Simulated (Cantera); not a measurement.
Standard-state values (1 bar) from the NASA 1993 polynomials, evaluated with Cantera. Values are per mole of reaction as written; species without (g) are pure solids or liquids, kept so even where they would boil at 1 bar.

2 H₂O(g) + B₂O₂(g) → 2 B + 4 OH(g)

```csv
T (K),ΔH° (kJ),ΔS° (J/K),ΔG° (kJ),log10 K,condensed phases
1125,[?],[?],[?],[?],B(s)
1275,1111.5,149.3,921.2,-37.74,B(s)
1425,1113.1,150.5,898.7,-32.94,B(s)
1575,1114.6,151.5,876.0,-29.05,B(s)
1725,1116.1,152.4,853.2,-25.84,B(s)
1875,[?],[?],[?],[?],B(s)
2025,1119.1,154.0,807.3,-20.82,B(s)
2175,1120.6,154.7,784.1,-18.83,B(s)
2325,1122.2,155.4,760.9,-17.09,B(s)
2475,1224.5,198.9,732.2,-15.45,B(l)
2625,1226.3,199.6,702.3,-13.97,B(l)
```

Task: Complete the blanks.

Result: 
- 1125, ΔH° (kJ): 1109.8
- 1125, ΔS° (J/K): 147.9
- 1125, ΔG° (kJ): 943.5
- 1125, log10 K: -43.80
- 1875, ΔH° (kJ): 1117.6
- 1875, ΔS° (J/K): 153.2
- 1875, ΔG° (kJ): 830.3
- 1875, log10 K: -23.13
